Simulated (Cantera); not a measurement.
Equilibrium for abatement and gas-phase synthesis: H2O + H2

Charge: 1 mol H2O, 0.23 mol H2, held at 648 K and 13.3 mbar.

Method: chemical equilibrium by Gibbs-energy minimisation in Cantera with the NASA 1993 tables (ideal gas, pure condensed phases). Candidate condensed phases: H2O; 9 gas species. Rates play no part.

```
Item            Value
----------  ---------
x(H2O)          0.813
x(H2)           0.187
gas amount  1.230 mol
```
